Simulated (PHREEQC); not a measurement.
Consider water at 25 °C with 0.033 mol NaHCO3, 0.011 mol Na2CO3 and 6.8e-05 mol KCl per kg of water. Closed to the air; pH follows from the charge balance.

All values are PHREEQC results (ion-association model, phreeqc.dat), not measurements.

This is a speciation only: nothing precipitates in the calculation.

**Question.** Estimate the pH, specific conductance, density.

**Answer.** pH 9.44; specific conductance 4330 µS/cm; density 1.000 g/cm³.

**Question.** In which forms is C present?

**Answer.** HCO3- 74 %, CO3-2 17 %, NaCO3- 7.5 %, NaHCO3 1.4 % of the C.
